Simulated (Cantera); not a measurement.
Input: 1 mol Si, 0.89 mol O2, 770 mol H2, at 850 °C and 0.390 bar.

These are equilibrium values from Cantera (NASA tables, ideal gas, pure condensed phases), not measurements of a reactor. Candidate condensed phases: H2O, Si, SiO2; 18 gas species. Mutual solubility and eutectic melting of coexisting phases are not modelled. Equilibrium is a limit: real reactors are often held back by kinetics, nucleation or transport.

Base state: H2 1.00 (mole fractions); condensed: Si(s) + SiO2(β-quartz).

Question: What changes in the equilibrium state with this change: temperature from 850 °C to 1075 °C?

Answer: 
| species | before | after |
|---|---|---|
| H2 | 1.00 | 1.000 |
| SiO | 1.29e-7 | 6.05e-5 |
| Si(s), mol | 0.110 | 0.0865 |
| SiO2(β-quartz), mol | 0.890 | 0.867 |
The tables hold silica as quartz up to 1696 K and as liquid above; real silica turns to tridymite and cristobalite and melts near 1996 K.
